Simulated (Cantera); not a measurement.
## Equilibrium for abatement and gas-phase synthesis: SO2 + H2 + N2

Input: 1 mol SO2, 0.75 mol H2, a varied amount of N2, equilibrated at 3250 K and 46500 Torr.

Equilibrium computed with Cantera from the NASA thermochemical tables; the gas is ideal and each condensed phase is pure. Candidate condensed phases: H2O, H2SO4, S; 35 gas species. The ideal-gas law is rough above about 30 bar. The numbers say what is thermodynamically allowed, not how fast it happens.

From 2.7 mol N2 to 19 mol N2 nothing is condensed.

```csv
n(N2) (mol),log p N2,log p SO2,log p H2O,log p SO,log p H2
2.7,1.57,0.89,0.86,0.59,0.36
4.7,1.65,0.72,0.69,0.46,0.22
6.7,1.69,0.59,0.56,0.36,0.12
8.7,1.71,0.49,0.46,0.28,0.04
11,1.73,0.40,0.36,0.20,-0.04
13,1.73,0.33,0.29,0.15,-0.09
15,1.74,0.27,0.23,0.10,-0.14
17,1.75,0.21,0.18,0.06,-0.18
19,1.75,0.16,0.13,0.02,-0.22
```
log p: log10 of the partial pressure in bar; nothing condenses.
